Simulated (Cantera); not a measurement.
Equilibrium for carbothermic reduction: CuO + C + H2

A closed system holds: 1 mol CuO, 4.6 mol C, 11 mol H2, equilibrated at 100 Torr.

Method: chemical equilibrium by Gibbs-energy minimisation in Cantera with the NASA 1993 tables (ideal gas, pure condensed phases). Candidate condensed phases: C, C6H6, C7H8, C8H18, Cu, CuO, Cu(OH)2, Cu2O, H2O; 113 gas species. Equilibrium is a limit: real reactors are often held back by kinetics, nucleation or transport.

```
T (°C)   x H2    x CO      x Cu       x H  x C2H2 (acetylene)     x Cu2     x CH4     x C2H  n C(graphite)  n Cu(l)
------  -----  ------  --------  --------  ------------------  --------  --------  --------  -------------  -------
1275    0.916  0.0833  0.000135   8.07e-5             1.44e-5   7.13e-8  0.000230  3.18e-12           3.60    0.998
1375    0.916  0.0833  0.000592  0.000233             4.10e-5   5.50e-7  0.000150  4.51e-11           3.60    0.993
1475    0.914  0.0831   0.00219  0.000598            0.000103   3.32e-6  0.000102  4.72e-10           3.60    0.974
1575    0.909  0.0827   0.00697   0.00138            0.000234   1.63e-5   7.25e-5   3.81e-9           3.59    0.915
1675    0.895  0.0816    0.0197   0.00293            0.000482   6.77e-5   5.23e-5   2.46e-8           3.59    0.757
1775    0.864  0.0789    0.0499   0.00570            0.000906  0.000242   3.73e-5   1.31e-7           3.58    0.361
1875    0.835  0.0765    0.0759    0.0104             0.00160  0.000327   2.74e-5   5.97e-7           3.56        0
1975    0.827  0.0762    0.0758    0.0183             0.00274  0.000200   2.16e-5   2.39e-6           3.53        0
2075    0.814  0.0758    0.0755    0.0305             0.00445  0.000127   1.72e-5   8.48e-6           3.48        0
2175    0.794  0.0751    0.0749    0.0486             0.00687   8.23e-5   1.38e-5   2.70e-5           3.41        0
2275    0.767  0.0741    0.0740    0.0742              0.0101   5.47e-5   1.09e-5   7.77e-5           3.32        0
```
x: gas mole fraction; n: condensed amount in mol.

From 1275 °C to 1775 °C the condensed part is C(graphite) + Cu(l). From 1875 °C to 2275 °C the condensed part is C(graphite). The main Cu-bearing gas is Cu throughout.
